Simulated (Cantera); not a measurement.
**Equilibrium for aluminium nitride and oxide growth: AlCl₃ + N₂O + N₂ + O₂**

Charge: 1 mol AlCl₃, 2.5 mol N₂O, 79 mol N₂, 12 mol O₂, held at 0.000900 bar.

Cantera equilibrium calculation (NASA polynomials, part measured and part estimated; ideal gas, pure solids and liquids). Candidate condensed phases: Al, AlCl₃, AlN, Al₂O₃; 24 gas species. Kinetics and transport are ignored.

From 1148 K to 2123 K the condensed part is Al₂O₃(s). The main Al-bearing gas is AlCl₃ at 1148 K and AlOCl at 2123 K.

```tsv
T (K)	x N₂	x O₂	x Cl	x O	x Cl₂	x NO	x AlOCl	x ClO	n Al₂O₃(s)
1148	0.849	0.130	0.00935	9.55e-8	0.0110	0.000106	<1e-12	4.42e-6	0.500
1223	0.846	0.130	0.0169	4.85e-7	0.00714	0.000189	6.83e-12	6.86e-6	0.500
1298	0.843	0.129	0.0240	2.04e-6	0.00350	0.000317	7.36e-11	8.55e-6	0.500
1373	0.841	0.129	0.0282	7.37e-6	0.00136	0.000502	5.21e-10	8.91e-6	0.500
1448	0.840	0.129	0.0300	2.33e-5	0.000489	0.000760	2.74e-9	8.48e-6	0.500
1523	0.840	0.128	0.0306	6.59e-5	0.000182	0.00110	1.18e-8	7.84e-6	0.500
1598	0.839	0.128	0.0308	0.000169	7.23e-5	0.00155	4.36e-8	7.22e-6	0.500
1673	0.839	0.128	0.0309	0.000398	3.10e-5	0.00210	1.42e-7	6.66e-6	0.500
1748	0.838	0.127	0.0309	0.000871	1.42e-5	0.00278	4.17e-7	6.17e-6	0.500
1823	0.838	0.126	0.0309	0.00179	6.94e-6	0.00359	1.11e-6	5.74e-6	0.500
1898	0.836	0.125	0.0309	0.00345	3.58e-6	0.00452	2.75e-6	5.35e-6	0.500
1973	0.835	0.123	0.0308	0.00633	1.94e-6	0.00558	6.31e-6	4.98e-6	0.500
2048	0.832	0.119	0.0307	0.0110	1.09e-6	0.00675	1.36e-5	4.64e-6	0.499
2123	0.828	0.115	0.0306	0.0184	6.38e-7	0.00798	2.78e-5	4.30e-6	0.499
```
x: gas mole fraction; n: condensed amount in mol.
